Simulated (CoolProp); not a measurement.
A simple Rankine cycle with cis-2-butene: condensing at 293.15 K, boiler at 0.706 MPa, turbine inlet 346.2 K, turbine efficiency 0.85, pump efficiency 0.7, no recuperator. Each further row changes one setting.

The numbers come from the reference Helmholtz-energy equation of state, Lemmon 2005 in CoolProp. It is a short technical equation, of lower accuracy than the large ones.

```tsv
case	thermal efficiency (%)	net work (kJ/kg)	heat in (kJ/kg)	turbine exit temperature (K)	volume ratio over the turbine
as stated	10.5	48.7	462	303.2	3.76
turbine inlet 366.2 K	?	?	499	324.2	3.73
condensing temperature 285.15 K	?	58.2	?	295.4	4.88
boiler pressure 0.494 MPa	8.1	37.9	471	315.7	2.62
turbine efficiency 0.75	9.3	42.8	462	306.9	3.82
```

Fill in the missing entries.


- turbine inlet 366.2 K, thermal efficiency (%): 10.6
- turbine inlet 366.2 K, net work (kJ/kg): 53.0
- condensing temperature 285.15 K, thermal efficiency (%): 12.1
- condensing temperature 285.15 K, heat in (kJ/kg): 480
